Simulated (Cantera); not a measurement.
Cantera run:

```python
import numpy as np
import cantera as ct

gas_names = [...]  # 109 gases of nasa_gas.yaml made of C, Cl, H, Si
cond_names = """
    C(gr) C6H6(L) C7H8(L) C8H18(L),n-octa Si(cr) Si(L) SiC(b)
""".split()


# ... load() reads the species with a 1 bar reference pressure and builds the phases ...
atoms = {
    'SiH2Cl2': {'Si': 1, 'H': 2, 'CL': 2},
    'C2H2': {'C': 2, 'H': 2},
    'H2': {'H': 2},
}
top_T = {'C(gr)': 4500, 'SiC(b)': 3050}  # K; cautious upper limits of use, not melting points


# ... equilibrate(T, P, feed) seeds the gas with the atoms and calls Mixture.equilibrate('TP', solver="vcs", rtol=1e-11, max_steps=5000) ...
results = []
feed = {'SiH2Cl2': 1, 'C2H2': 0.23, 'H2': 24}  # mol
T = 1148.15  # K
P = 640  # Pa
mix = equilibrate(T, P, feed)
results.append((T, P, feed, dict(zip(mix.species_names, mix.species_moles))))
print(gas.report(threshold=1e-05))
for i in range(1, mix.n_phases):
    print(f"{mix.phase(i).name:16s} {mix.phase_moles(i):12.5e} mol")
```

It prints:

```
       temperature   1148.2 K
          pressure   640 Pa
           density   0.00033174 kg/m^3
  mean mol. weight   4.9483 kg/kmol
   phase of matter   gas

                          1 kg             1 kmol
                     ---------------   ---------------
          enthalpy          3.55e+06        1.7566e+07  J
   internal energy        1.6208e+06          8.02e+06  J
           entropy             44413        2.1977e+05  J/K
    Gibbs function       -4.7442e+07       -2.3476e+08  J
 heat capacity c_p            6345.6             31400  J/K
 heat capacity c_v            4665.3             23085  J/K

                      mass frac. Y      mole frac. X     chem. pot. / RT
                     ---------------   ---------------   ---------------
               HCL           0.36132           0.04904           -42.376
                H2           0.38327           0.94073           -22.972
             SiCL2           0.11222         0.0056098           -65.737
             SiCL3          0.030563          0.001125           -96.626
             SiCL4          0.085443         0.0024887           -127.52
            SiHCL3          0.026238        0.00095858           -108.11
           SiH2CL2        0.00094425        4.6261e-05            -88.71
     [ +102 minor]        9.1802e-06        1.6869e-06

C(gr)             0.00000e+00 mol
Si(cr)            2.72783e-01 mol
SiC(b)            4.59996e-01 mol
```

Cantera equilibrium calculation (NASA polynomials, part measured and part estimated; ideal gas, pure solids and liquids). Mutual solubility and eutectic melting of coexisting phases are not modelled. The tables' values for SiCl3 are old estimates; treat these amounts as uncertain.
